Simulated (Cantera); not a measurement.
A closed system holds: 1 mol Si2Cl6, 0.36 mol NH3, 4 mol H2, 7 mol N2, held at 1273.15 K and 0.0825 Torr.

Method: chemical equilibrium by Gibbs-energy minimisation in Cantera with the NASA 1993 tables (ideal gas, pure condensed phases). The feed counts by its element totals alone. The tables' values for SiCl3 are old estimates; treat these amounts as uncertain. Kinetics and transport are ignored.

| species | before | after |
|---|---|---|
| H2 | 0.170 | 0.652 |
| N2 | 0.459 | 0.279 |
| HCl | 0.318 | 0.0677 |
| SiCl2 | 0.0436 | 0.000719 |
| SiCl4 | 0.00370 | 7.22e-7 |
| SiCl3 | 0.00496 | 8.90e-6 |
| SiHCl3 | 7.92e-5 | 2.78e-7 |
| Cl | 4.46e-5 | 4.86e-6 |
| H | 2.81e-5 | 5.51e-5 |
| Si3N4(s), mol | 0.426 | 0.646 |
Gas species are given as mole fractions.

Q: What was changed between the two runs?
(A) NH3 from 0.36 to 37 mol
(B) temperature from 1273.15 K to 1825 K
(C) temperature from 1273.15 K to 950 K
(D) H2 from 4 to 21 mol

A: A, NH3 from 0.36 to 37 mol
